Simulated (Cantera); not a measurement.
Cantera run:

```python
import numpy as np
import cantera as ct

gas_names = """
    C CN CO CO2 C2 CCN CNC C2N2 C2O C3 C3O2 C4 C4N2 C5 N NCO NO NO2 NO3 N2 N2O O O2 O3 Si SiC SiC2 SiN
    SiO SiO2 Si2 Si2C Si2N Si3
""".split()
cond_names = """
    C(gr) Si(cr) Si(L) SiC(b) SiO2(Lqz) SiO2(hqz) SiO2(L) Si2N2O(s) Si3N4(a)
""".split()


def load(file, names, dense=False):
    # The tables refer to 1 bar. Condensed volumes are neglected.
    table = {s.name: s for s in ct.Species.list_from_file(file)}
    out = []
    for n in names:
        d = dict(table[n].input_data)
        d["thermo"] = dict(d["thermo"], **{"reference-pressure": 1e5})
        if dense:
            d["equation-of-state"] = {"model": "constant-volume", "density": "1e6 g/cm^3"}
        out.append(ct.Species.from_dict(d))
    return out


gas = ct.Solution(thermo="ideal-gas", species=load("nasa_gas.yaml", gas_names))
cond = {s.name: ct.Solution(thermo="fixed-stoichiometry", species=[s], name=s.name)
        for s in load("nasa_condensed.yaml", cond_names, dense=True)}
atoms = {
    'SiC': {'Si': 1, 'C': 1},
    'N2O': {'N': 2, 'O': 1},
    'N2': {'N': 2},
}
top_T = {'C(gr)': 4500, 'SiC(b)': 3050, 'Si2N2O(s)': 2100, 'Si3N4(a)': 2400}  # K; cautious upper limits of use, not melting points


def equilibrate(T, P, feed):
    n = {}
    for name, mol in feed.items():
        for a, k in atoms[name].items():
            n[a] = n.get(a, 0.0) + k * mol
    gas.TPX = T, P, n
    mass = sum(n.values()) * gas.mean_molecular_weight
    gas.equilibrate("TP")
    valid = [c for c in cond.values() if c.min_temp <= T <= top_T.get(c.name, c.max_temp)]
    mix = ct.Mixture([(gas, mass / gas.mean_molecular_weight)] + [(c, 0.0) for c in valid])
    mix.T, mix.P = T, P
    mix.equilibrate("TP", solver="vcs", rtol=1e-11, max_steps=5000)
    return mix


results = []
feed = {'SiC': 1, 'N2O': 3.8, 'N2': 64}  # mol
T = 948.15  # K
P = 0.1  # Pa
mix = equilibrate(T, P, feed)
results.append((T, P, feed, dict(zip(mix.species_names, mix.species_moles))))
print(gas.report(threshold=0.001))
for i in range(1, mix.n_phases):
    print(f"{mix.phase(i).name:16s} {mix.phase_moles(i):12.5e} mol")
```

It prints:

```
       temperature   948.15 K
          pressure   0.1 Pa
           density   3.5772e-07 kg/m^3
  mean mol. weight   28.2 kg/kmol
   phase of matter   gas

                          1 kg             1 kmol
                     ---------------   ---------------
          enthalpy        5.3213e+05        1.5006e+07  J
   internal energy        2.5258e+05        7.1227e+06  J
           entropy             12145        3.4249e+05  J/K
    Gibbs function       -1.0983e+07       -3.0972e+08  J
 heat capacity c_p            1158.3             32665  J/K
 heat capacity c_v            863.48             24350  J/K

                      mass frac. Y      mole frac. X     chem. pot. / RT
                     ---------------   ---------------   ---------------
                CO         0.0028874          0.002907            -59.14
               CO2          0.018147          0.011628           -96.347
                N2           0.97897           0.98547           -38.556
     [  +31 minor]        1.7006e-12        1.5958e-12

C(gr)             0.00000e+00 mol
Si(cr)            0.00000e+00 mol
SiC(b)            0.00000e+00 mol
SiO2(hqz)         1.00000e+00 mol
Si2N2O(s)         0.00000e+00 mol
Si3N4(a)          0.00000e+00 mol
```

Equilibrium computed with Cantera from the NASA thermochemical tables; the gas is ideal and each condensed phase is pure.
